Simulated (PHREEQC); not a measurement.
A PHREEQC input (ion-association model, phreeqc.dat):

```
SOLUTION 1
  temp 62
  units mg/L
  pH 5.87
  pe 11
  Na 1.36
  K 1.27
  Ca 0.202
  Mg 0.231
  Cl 0.647
  S(6) 2.93 as SO4
  Alkalinity 2.23 as HCO3
  Zn 0.00722
  Li 0.000203
END
USE solution 6
EQUILIBRIUM_PHASES 1
  CO2(g) -2 10
END
```

It stops with these messages:

```
ERROR: Solution 6 not found.
```

The fault: USE names a solution that was never defined. The line should read `USE solution 1` where the input has `USE solution 6`. With the mend the run ends at pH 5.67 and ionic strength 0.000165 mol/kgw.
